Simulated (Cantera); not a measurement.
Charge: 1 mol S, 0.031 mol SO2, 0.55 mol H2, 0.1 mol H2O, equilibrated at 3398.15 K and 1.50 bar.

Method: chemical equilibrium by Gibbs-energy minimisation in Cantera with the NASA 1993 tables (ideal gas, pure condensed phases). Candidate condensed phases: H2O, H2SO4, S; 19 gas species. The numbers say what is thermodynamically allowed, not how fast it happens.

Q: What is the equilibrium state?

A: 
- x(H2): 0.251
- x(S): 0.221
- x(H): 0.190
- x(S2): 0.146
- x(SH): 0.0834
- x(SO): 0.0629
- x(H2O): 0.0236
- x(OH): 0.00779
- x(H2S): 0.00740
- gas amount: 1.538 mol
- log10 activity of S(l) (absent): -2.26
